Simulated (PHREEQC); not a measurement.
1.5 g of hydrous ferric oxide (600 m²/g; 0.2 weak and 0.005 strong sites per Fe, Dzombak-Morel constants, diffuse double layer) in 1 kg of water with 0.01 mol/kgw of an inert sodium salt, at 25 °C; the pH is set by adding NaOH or the inert anion's acid. O2 is buffered at 0.21 atm. The system is closed to CO2. No solid was allowed to form.

Equilibrium calculation in PHREEQC: ion-association model, wateq4f.dat.

```tsv
pH	surface charge σ (C/m²)	surface potential ψ (mV)
3	0.328	201
3.5	0.280	195
4	0.221	184
4.5	0.163	169
5	0.115	152
5.5	0.078	132
6	0.050	110
6.5	0.031	86
7	0.017	61
7.5	0.008	34
8	0.001	6
8.5	-0.005	-22
9	-0.013	-49
```

The oxide is taken as insoluble; below pH 4 it would dissolve.
